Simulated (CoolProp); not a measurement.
Carbon dioxide along the isotherm 185.55 °C: density (kg/m³) from the reference equation and from simpler models built on Tc = 31.0 °C, pc = 7377 kPa, ω = 0.224; each cubic takes its own stable root.

The numbers come from the reference Helmholtz-energy equation of state, Span 1996 in CoolProp.

```tsv
p (kPa)	phase	reference	ideal gas	Soave-Redlich-Kwong
117	gas	1.352	1.350	1.352
221	gas	2.556	2.550	2.555
419	gas	4.857	4.835	4.853
795	gas	9.252	9.174	9.239
1510	gas	17.71	17.42	17.66
2860	gas	?	33.00	33.84
5410	gas	66.09	?	65.37
10300	supercritical	132.0	118.9	?
19500	supercritical	?	225.0	?
36900	supercritical	493.6	?	454.8
```

Task: Some entries are withheld; supply them.

Result: 
- 2860, reference: 34.02
- 5410, ideal gas: 62.43
- 10300, Soave-Redlich-Kwong: 128.8
- 19500, reference: 267.0
- 19500, Soave-Redlich-Kwong: 252.5
- 36900, ideal gas: 425.8
